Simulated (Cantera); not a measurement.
# Thermodynamics of iron carbonyl, mercury and lead vapours, feed Fe(CO)5 + CO + H2

Input: 1 mol Fe(CO)5, 0.81 mol CO, 1.3 mol H2, equilibrated at 2.50 bar.

These are equilibrium values from Cantera (NASA tables, ideal gas, pure condensed phases), not measurements of a reactor. Candidate condensed phases: C, C6H6, C7H8, C8H18, Fe, Fe(CO)5, FeO, Fe(OH)2, Fe(OH)3, Fe2O3, Fe3O4, H2O; 114 gas species. Iron dissolves carbon and melts from about 1420 K in contact with it, which pure phases cannot show. The tables' stoichiometric FeO is somewhat more stable than real wüstite, so its field is too wide. FeO: taken at fixed stoichiometry. Condensed phases not in the tables: cementite and carbon dissolved in iron. Kinetics and transport are ignored.

| T (°C) | x CO | x CO2 | x H2 | x H2O | x CH4 | x H | n C(graphite) | n FeO(s) | n Fe(α) | n Fe(γ) |
|---|---|---|---|---|---|---|---|---|---|---|
| 725 | 0.436 | 0.281 | 0.190 | 0.0846 | 0.00882 | 5.93e-10 | 2.58 | 1.00 | 0 | 0 |
| 775 | 0.565 | 0.177 | 0.199 | 0.0526 | 0.00577 | 2.18e-9 | 2.11 | 1.00 | 0 | 0 |
| 825 | 0.687 | 0.108 | 0.175 | 0.0276 | 0.00279 | 6.54e-9 | 0.828 | 0 | 1.00 | 0 |
| 875 | 0.748 | 0.0570 | 0.177 | 0.0159 | 0.00186 | 1.91e-8 | 0.470 | 0 | 1.00 | 0 |
| 925 | 0.781 | 0.0297 | 0.178 | 0.00925 | 0.00128 | 5.08e-8 | 0.257 | 0 | 0 | 1.00 |
| 975 | 0.798 | 0.0157 | 0.180 | 0.00551 | 0.000899 | 1.25e-7 | 0.142 | 0 | 0 | 1.00 |
| 1025 | 0.807 | 0.00862 | 0.180 | 0.00338 | 0.000649 | 2.88e-7 | 0.0797 | 0 | 0 | 1.00 |
| 1075 | 0.811 | 0.00491 | 0.181 | 0.00214 | 0.000478 | 6.23e-7 | 0.0464 | 0 | 0 | 1.00 |
| 1125 | 0.814 | 0.00290 | 0.182 | 0.00140 | 0.000360 | 1.28e-6 | 0.0279 | 0 | 0 | 1.00 |
| 1175 | 0.815 | 0.00178 | 0.182 | 0.000939 | 0.000276 | 2.49e-6 | 0.0173 | 0 | 0 | 1.00 |
| 1225 | 0.816 | 0.00112 | 0.182 | 0.000647 | 0.000215 | 4.64e-6 | 0.0110 | 0 | 0 | 1.00 |
| 1275 | 0.816 | 0.000734 | 0.182 | 0.000457 | 0.000170 | 8.31e-6 | 0.00720 | 0 | 0 | 1.000 |
| 1325 | 0.817 | 0.000492 | 0.182 | 0.000330 | 0.000137 | 1.44e-5 | 0.00479 | 0 | 0 | 1.000 |
x: gas mole fraction; n: condensed amount in mol.

From 725 °C to 775 °C the condensed part is C(graphite) + FeO(s). From 825 °C to 875 °C the condensed part is C(graphite) + Fe(α). From 925 °C to 1325 °C the condensed part is C(graphite) + Fe(γ).
